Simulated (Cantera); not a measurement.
A Cantera script and what it prints.

```python
import numpy as np
import cantera as ct

gas_names = """
    C CN CO CO2 C2 CCN CNC C2N2 C2O C3 C3O2 C4 C4N2 C5 N NCO NO NO2 NO3 N2 N2O O O2 O3 Si SiC SiC2 SiN
    SiO SiO2 Si2 Si2C Si2N Si3
""".split()
cond_names = """
    C(gr) Si(cr) Si(L) SiC(b) SiO2(Lqz) SiO2(hqz) SiO2(L) Si2N2O(s) Si3N4(a)
""".split()


def load(file, names, dense=False):
    # The tables refer to 1 bar. Condensed volumes are neglected.
    table = {s.name: s for s in ct.Species.list_from_file(file)}
    out = []
    for n in names:
        d = dict(table[n].input_data)
        d["thermo"] = dict(d["thermo"], **{"reference-pressure": 1e5})
        if dense:
            d["equation-of-state"] = {"model": "constant-volume", "density": "1e6 g/cm^3"}
        out.append(ct.Species.from_dict(d))
    return out


gas = ct.Solution(thermo="ideal-gas", species=load("nasa_gas.yaml", gas_names))
cond = {s.name: ct.Solution(thermo="fixed-stoichiometry", species=[s], name=s.name)
        for s in load("nasa_condensed.yaml", cond_names, dense=True)}
atoms = {
    'SiO2': {'Si': 1, 'O': 2},
    'C': {'C': 1},
    'N2': {'N': 2},
}
top_T = {'C(gr)': 4500, 'SiC(b)': 3050, 'Si2N2O(s)': 2100, 'Si3N4(a)': 2400}  # K; cautious upper limits of use, not melting points


def equilibrate(T, P, feed):
    n = {}
    for name, mol in feed.items():
        for a, k in atoms[name].items():
            n[a] = n.get(a, 0.0) + k * mol
    gas.TPX = T, P, n
    mass = sum(n.values()) * gas.mean_molecular_weight
    gas.equilibrate("TP")
    valid = [c for c in cond.values() if c.min_temp <= T <= top_T.get(c.name, c.max_temp)]
    mix = ct.Mixture([(gas, mass / gas.mean_molecular_weight)] + [(c, 0.0) for c in valid])
    mix.T, mix.P = T, P
    mix.equilibrate("TP", solver="vcs", rtol=1e-11, max_steps=5000)
    return mix


results = []
feed = {'SiO2': 1, 'C': 2.7, 'N2': 0.72}  # mol
T = 1598  # K
for P in [10, 36, 130, 460, 1700, 6000, 22000, 77000, 280000, 1000000]:
    mix = equilibrate(T, P, feed)
    results.append((T, P, feed, dict(zip(mix.species_names, mix.species_moles))))

top = {s: max(r[3][s] / sum(r[3][g] for g in gas_names) for r in results) for s in gas_names}
cols = sorted((s for s in top if top[s] > 0.001), key=lambda s: -top[s])[:7]
seen = [c for c in cond_names if any(r[3].get(c, 0) > 1e-12 for r in results)]
print("log10 of partial pressures in bar; condensed amounts in mol")
print(f"{'P/Pa':>10s}" + "".join(f"{s[:9]:>10s}" for s in cols + seen))
for T, P, feed, n in results:
    ng = sum(n[g] for g in gas_names)
    print(f"{P:10.4g}" + "".join(f"{np.log10(max(n[s] / ng * P / 1e5, 1e-99)):10.3f}" for s in cols)
          + "".join(f"{n.get(c, 0):10.4g}" for c in seen))
```

Output:

```
log10 of partial pressures in bar; condensed amounts in mol
      P/Pa        CO        N2       SiO     C(gr)    SiC(b) SiO2(hqz) Si2N2O(s)
        10    -4.167    -4.577    -5.259         0    0.8499         0         0
        36    -3.611    -4.021    -4.702         0      0.85         0         0
       130    -3.053    -3.463    -4.145         0      0.85         0         0
       460    -2.472    -2.937    -4.147         0    0.8133         0   0.07341
      1700    -1.894    -2.377    -4.328         0    0.8023         0   0.09533
      6000    -1.282    -2.114    -4.180     1.201         0         0    0.4991
   2.2e+04    -0.717    -1.550    -4.179       1.2         0         0    0.4997
   7.7e+04    -0.227    -0.753    -4.333     1.559         0    0.2394    0.3802
   2.8e+05     0.089     0.196    -4.649     2.253         0     0.702     0.149
     1e+06     0.323     0.897    -4.883     2.524         0    0.8823   0.05883
```

Cantera equilibrium calculation (NASA polynomials, part measured and part estimated; ideal gas, pure solids and liquids). Mutual solubility and eutectic melting of coexisting phases are not modelled. The tables hold silica as quartz up to 1696 K and as liquid above; real silica turns to tridymite and cristobalite and melts near 1996 K.
